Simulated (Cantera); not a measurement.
# Silicon epitaxy and polysilicon growth: SiCl₄ + HCl + H₂

Charge: 1 mol SiCl₄, 1.3 mol HCl, 110 mol H₂, equilibrated at 1598 K and 490 Pa.

Equilibrium computed with Cantera from the NASA thermochemical tables; the gas is ideal and each condensed phase is pure. Candidate condensed phases: Si; 19 gas species. The tables' values for SiCl₃, SiCl are old estimates; treat these amounts as uncertain. Kinetics and transport are ignored.

| Item | Value |
|---|---|
| x(H₂) | 0.957 |
| x(HCl) | 0.0369 |
| x(SiCl₂) | 0.00489 |
| x(H) | 0.000744 |
| x(Cl) | 2.27e-5 |
| x(Si) | 1.91e-5 |
| x(SiCl₃) | 1.78e-5 |
| x(SiCl) | 1.68e-5 |
| x(SiH₂) | 4.69e-6 |
| n(Si(s)) | 0.439 mol |
| gas amount | 113.3 mol |
